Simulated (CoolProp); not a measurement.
A closed Brayton cycle with carbon dioxide: compressor inlet 322.15 K and 7.8 MPa, high pressure 20.8 MPa, turbine inlet 820 K, compressor efficiency 0.89, turbine efficiency 0.85, recuperator effectiveness 0.8 (on enthalpy, no pinch check). Each further row changes one setting.

Values from CoolProp's reference Helmholtz-energy equation of state, Span 1996.

```csv
case,thermal efficiency (%),net work (kJ/kg),compressor to turbine work,compressor exit (K),turbine exit (K)
as stated,27.4,72.5,0.40,403.8,709.7
turbine inlet 770 K,26.1,64.2,0.43,403.8,663.6
compressor inlet 332.15 K,26.4,66.6,0.45,419.1,709.7
high pressure 17.7 MPa,25.7,63.2,0.38,390.0,727.4
recuperator effectiveness 0.5,19.6,72.5,0.40,403.8,709.7
```
